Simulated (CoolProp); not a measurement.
Saturation properties of ethanol (Tc = 514.7 K, pc = 6.268 MPa, ω = 0.644).

Computed with CoolProp (reference Helmholtz-energy equation of state, Schroeder 2014).

| T (K) | p (MPa) | vapour density (kg/m³) | liquid viscosity (µPa s) | vapour viscosity (µPa s) | liquid conductivity (mW/(m K)) |
|---|---|---|---|---|---|
| 251.1 | 0.0002911 | 0.006426 | 3070 | 7.31 | 175 |
| 255.7 | 0.0004269 | 0.009256 | 2740 | 7.45 | 173 |
| 260.3 | 0.0006166 | 0.01314 | 2450 | 7.60 | 172 |
| 264.8 | 0.0008716 | 0.01826 | 2200 | 7.74 | 171 |
| 269.4 | 0.001225 | 0.02523 | 1980 | 7.88 | 170 |
| 274 | 0.001700 | 0.03444 | 1780 | 8.02 | 169 |
| 278.6 | 0.002331 | 0.04646 | 1610 | 8.17 | 168 |
| 283.1 | 0.003138 | 0.06160 | 1470 | 8.31 | 167 |
| 287.7 | 0.004208 | 0.08132 | 1330 | 8.45 | 166 |

It boils at 351.6 K under 1 atm.

Viscosity comes from a separate model (Kiselev 2005). Thermal conductivity comes from a separate model (Assael 2013).
